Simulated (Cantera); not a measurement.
Cantera run:

```python
import numpy as np
import cantera as ct

gas_names = """
    CL CL2 H HCL H2 N NH NH2 NH3 N2 N2H2 N2H4 Si SiCL SiCL2 SiCL3 SiCL4 SiH SiHCL3 SiH2 SiH2CL2 SiH3
    SiH3CL SiH4 SiN Si2 Si2N Si3
""".split()
cond_names = """
    NH4CL(a) NH4CL(b) Si(cr) Si(L) Si3N4(a)
""".split()


# ... load() reads the species with a 1 bar reference pressure and builds the phases ...
atoms = {
    'SiH2Cl2': {'Si': 1, 'H': 2, 'CL': 2},
    'N2': {'N': 2},
    'H2': {'H': 2},
}
top_T = {'Si3N4(a)': 2400}  # K; cautious upper limits of use, not melting points


# ... equilibrate(T, P, feed) seeds the gas with the atoms and calls Mixture.equilibrate('TP', solver="vcs", rtol=1e-11, max_steps=5000) ...
results = []
T = 1673  # K
P = 10000  # Pa
for m in [1.7, 2.3, 3.1, 4.2, 5.7, 7.8, 11, 15, 20, 27, 37, 50]:
    feed = {'SiH2Cl2': 1, 'N2': 24, 'H2': m}  # mol
    mix = equilibrate(T, P, feed)
    results.append((T, P, feed, dict(zip(mix.species_names, mix.species_moles))))

top = {s: max(r[3][s] / sum(r[3][g] for g in gas_names) for r in results) for s in gas_names}
cols = sorted((s for s in top if top[s] > 1e-06), key=lambda s: -top[s])[:5]
seen = [c for c in cond_names if any(r[3].get(c, 0) > 1e-12 for r in results)]
print("log10 of partial pressures in bar; condensed amounts in mol")
print(f"{'n(H2)':>10s}" + "".join(f"{s[:9]:>10s}" for s in cols + seen))
for T, P, feed, n in results:
    ng = sum(n[g] for g in gas_names)
    print(f"{feed['H2']:10.4g}" + "".join(f"{np.log10(max(n[s] / ng * P / 1e5, 1e-99)):10.3f}" for s in cols)
          + "".join(f"{n.get(c, 0):10.4g}" for c in seen))
```

Output:

```
log10 of partial pressures in bar; condensed amounts in mol
     n(H2)        N2        H2       HCL     SiCL2     SiCL3  Si3N4(a)
       1.7    -1.063    -2.146    -2.254    -3.097    -4.312    0.2557
       2.3    -1.073    -2.045    -2.243    -3.171    -4.426    0.2668
       3.1    -1.085    -1.941    -2.237    -3.255    -4.557    0.2774
       4.2    -1.102    -1.834    -2.238    -3.351    -4.707    0.2871
       5.7    -1.124    -1.728    -2.245    -3.458    -4.875    0.2956
       7.8    -1.152    -1.624    -2.263    -3.578    -5.063     0.303
        11    -1.192    -1.517    -2.293    -3.719    -5.289    0.3094
        15    -1.237    -1.428    -2.332    -3.854    -5.507     0.314
        20    -1.288    -1.355    -2.377    -3.986    -5.721    0.3174
        27    -1.351    -1.287    -2.436    -4.129    -5.956    0.3201
        37    -1.427    -1.226    -2.509    -4.284    -6.215    0.3223
        50    -1.509    -1.178    -2.589    -4.438    -6.473     0.324
```

Cantera equilibrium calculation (NASA polynomials, part measured and part estimated; ideal gas, pure solids and liquids). The tables' values for SiCl3 are old estimates; treat these amounts as uncertain.
